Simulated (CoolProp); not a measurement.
n-perfluoropentane at several states: density (kg/m³) from the reference equation and from simpler models built on Tc = 421.0 K, pc = 20.63 bar, ω = 0.436; each cubic takes its own stable root.

Values from CoolProp's reference Helmholtz-energy equation of state, Gao 2022.

```
T (K)  p (bar)   phase  reference
-----  -------  ------  ---------
186.8      100  liquid       1956
425.7     1.25     gas      10.38
497.6    0.636     gas      4.453
273.1       23  liquid       1694
263.2     0.98  liquid       1714
406.4     5.11     gas      48.62
```

Problem. How far does each simpler model (van der Waals, Redlich-Kwong, Soave-Redlich-Kwong, Peng-Robinson) lie from the reference over these 6 states: mean and median of the absolute difference, and the worst?

Solution. 
- van der Waals: mean 29.8 %, median 20.3 %, worst -99.2 % at 263.2 K and 0.98 bar
- Redlich-Kwong: mean 5.8 %, median 5.7 %, worst -12.0 % at 263.2 K and 0.98 bar
- Soave-Redlich-Kwong: mean 3.7 %, median 3.2 %, worst -8.8 % at 186.8 K and 100 bar
- Peng-Robinson: mean 2.3 %, median 1.5 %, worst +5.5 % at 273.1 K and 23 bar

At some of these states van der Waals gives the other phase, because its saturation line lies elsewhere.
